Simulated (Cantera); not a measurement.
Feed: 1 mol SO₂, 3.6 mol O₂, 0.18 mol H₂, held at 1125 K and 13.3 mbar.

Cantera equilibrium calculation (NASA polynomials, part measured and part estimated; ideal gas, pure solids and liquids). Candidate condensed phases: H₂O, H₂SO₄, S; 19 gas species. The numbers say what is thermodynamically allowed, not how fast it happens.

Base state: O₂ 0.747, SO₂ 0.204, H₂O 0.0386, SO₃ 0.0100 (mole fractions); condensed: gas only.

Question: What changes in the equilibrium state with this change: pressure from 13.3 mbar to 2.30 mbar?

Answer: 
```
species  before    after
-------  ------  -------
O₂        0.747    0.748
SO₂       0.204    0.209
H₂O      0.0386   0.0385
SO₃      0.0100  0.00427
```

Question: What changes in the equilibrium state with this change: temperature from 1125 K to 3375 K?

Answer: 
| species | before | after |
|---|---|---|
| O | 3.45e-8 | 0.790 |
| O₂ | 0.747 | 0.0659 |
| S | <1e-9 | 0.0609 |
| SO₂ | 0.204 | 0.00493 |
| SO | <1e-9 | 0.0399 |
| H | <1e-9 | 0.0347 |
| SO₃ | 0.0100 | 8.76e-8 |
| H₂O | 0.0386 | 1.78e-5 |
| S₂ | <1e-9 | 0.000110 |
| H₂ | <1e-9 | 8.29e-5 |
| SH | <1e-9 | 4.09e-5 |
| OH | 2.53e-6 | 0.00320 |

Question: What changes in the equilibrium state with this change: SO₂ replaced by HF?

Answer: 
| species | before | after |
|---|---|---|
| O₂ | 0.747 | 0.748 |
| HF | 0 | 0.213 |
| H₂O | 0.0386 | 0.0384 |
| SO₂ | 0.204 | 0 |
| SO₃ | 0.0100 | 0 |
